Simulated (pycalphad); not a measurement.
Effect of Si content in Mg-Al-Si

Source of the numbers: pycalphad with the COST 507 light-alloy database (1999); pressure 1 atm. The data set is of 1999 and partly superseded. Amounts are mole fractions of atoms.

Question: One of these alloys has its liquidus at 645 °C, its solidus at 633 °C, and holds hcp 0.99, MG2SI 0.01 at 457 °C. Which?
A) Mg-0.3197Al-5.025Si (wt.%)
B) Mg-0.3213Al-1.257Si (wt.%)
C) Mg-0.3189Al-6.685Si (wt.%)
D) Mg-0.3216Al-0.4272Si (wt.%)

Answer: D, Mg-0.3216Al-0.4272Si (wt.%). The others: Mg-0.3213Al-1.257Si (wt.%), liquidus 639, solidus 633; Mg-0.3197Al-5.025Si (wt.%), liquidus 769, solidus 633; Mg-0.3189Al-6.685Si (wt.%), liquidus 807, solidus 632

Database names, with the compositions (at.%) that they take in these runs: MG2SI: Mg 67 Si 33.
